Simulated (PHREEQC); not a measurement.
A column of 0.2 m (40 cells, dispersivity 0.016 m, 60 s a shift, diffusion coefficient 3e-10 m²/s) holds 0.038 eq of the database's cation exchanger X per kg of pore water, first in equilibrium with 0.031 mol/kgw CaCl2, 0.0018 mol/kgw NaCl and 1e-05 mol/kgw HCl. It is flushed with 0.001 mol/kgw Na2SO4, 0.015 mol/kgw ZnCl2, 0.0017 mol/kgw NaCl and 1e-05 mol/kgw HCl, at 25 °C. Values are for the last cell. CO2 from the air is kept out. Precipitation was switched off in this run.

Base run: PHREEQC, ion-association model, phreeqc.dat. Each further column changes one thing. The table gives Zn in solution (mol/kgw).

```json
[
 {"pore volumes": "0", "base": "0", "exchange capacity from 0.038 to 0.019 eq/kgw": "0", "dispersivity from 0.016 to 0.032 m": "0"},
 {"pore volumes": "0.4625", "base": "9.83e-6", "exchange capacity from 0.038 to 0.019 eq/kgw": "6.61e-5", "dispersivity from 0.016 to 0.032 m": "0.000146"},
 {"pore volumes": "1.062", "base": "0.00131", "exchange capacity from 0.038 to 0.019 eq/kgw": "0.00364", "dispersivity from 0.016 to 0.032 m": "0.00263"},
 {"pore volumes": "1.512", "base": "0.00363", "exchange capacity from 0.038 to 0.019 eq/kgw": "0.00756", "dispersivity from 0.016 to 0.032 m": "0.00508"},
 {"pore volumes": "1.962", "base": "0.00658", "exchange capacity from 0.038 to 0.019 eq/kgw": "0.0108", "dispersivity from 0.016 to 0.032 m": "0.00742"},
 {"pore volumes": "2.413", "base": "0.00938", "exchange capacity from 0.038 to 0.019 eq/kgw": "0.0129", "dispersivity from 0.016 to 0.032 m": "0.00946"},
 {"pore volumes": "3.013", "base": "0.0121", "exchange capacity from 0.038 to 0.019 eq/kgw": "0.0143", "dispersivity from 0.016 to 0.032 m": "0.0115"},
 {"pore volumes": "3.462", "base": "0.0133", "exchange capacity from 0.038 to 0.019 eq/kgw": "0.0147", "dispersivity from 0.016 to 0.032 m": "0.0126"},
 {"pore volumes": "3.913", "base": "0.0140", "exchange capacity from 0.038 to 0.019 eq/kgw": "0.0149", "dispersivity from 0.016 to 0.032 m": "0.0134"},
 {"pore volumes": "4.513", "base": "0.0146", "exchange capacity from 0.038 to 0.019 eq/kgw": "0.0150", "dispersivity from 0.016 to 0.032 m": "0.0140"},
 {"pore volumes": "4.963", "base": "0.0148", "exchange capacity from 0.038 to 0.019 eq/kgw": "0.0150", "dispersivity from 0.016 to 0.032 m": "0.0144"}
]
```
